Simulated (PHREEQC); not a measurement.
Make-up at 36 °C: 50 mmol/kgw Pb(NO3)2, 54 mmol/kgw NaF and 3.1 mmol/kgw NaCl. Closed to the air; pH follows from the charge balance.

Model: ion-association model, wateq4f.dat, run in PHREEQC.

Each row changes one thing in this solution. Precipitation was switched off in this run.

| case | pH | ionic strength (mol/kgw) | F- (mol/kgw) | NaF (mol/kgw) | HF (mol/kgw) | HF2- (mol/kgw) |
|---|---|---|---|---|---|---|
| as made | 5.47 | 0.160 | 0.0396 | 0.000671 | 0.000171 | 2.89e-5 |
| NaCl from 0.0031 to 0.00155 mol/kgw | 5.47 | 0.159 | 0.0395 | … | 0.000172 | 2.91e-5 |
| Pb(NO3)2 left out | 7.77 | 0.0560 | 0.0529 | 0.00110 | 1.30e-6 | 2.88e-7 |
| NaF from 0.054 to 0.027 mol/kgw | 5.29 | … | 0.0209 | 0.000192 | 0.000141 | 1.25e-5 |
| diluted 100-fold with water | 5.69 | 0.00204 | 0.000534 | 1.58e-7 | 1.90e-6 | 4.18e-9 |
| NaCl left out | 5.46 | 0.158 | 0.0394 | 0.000633 | 0.000174 | 2.92e-5 |
| NaF from 0.054 to 0.0486 mol/kgw | 5.44 | 0.156 | 0.0360 | 0.000556 | 0.000167 | 2.57e-5 |
| diluted 5-fold with water | … | 0.0373 | 0.00983 | 4.42e-5 | 4.06e-5 | 1.66e-6 |

**Question.** Some entries are withheld; supply them.

**Answer.** 
- NaCl from 0.0031 to 0.00155 mol/kgw, NaF (mol/kgw): 0.000652
- NaF from 0.054 to 0.027 mol/kgw, ionic strength (mol/kgw): 0.142
- diluted 5-fold with water, pH: 5.56

Some of these states are supersaturated (in Matlockite, PbF2, Pb(OH)2, for instance). Constants without temperature data keep their 25 °C values here.
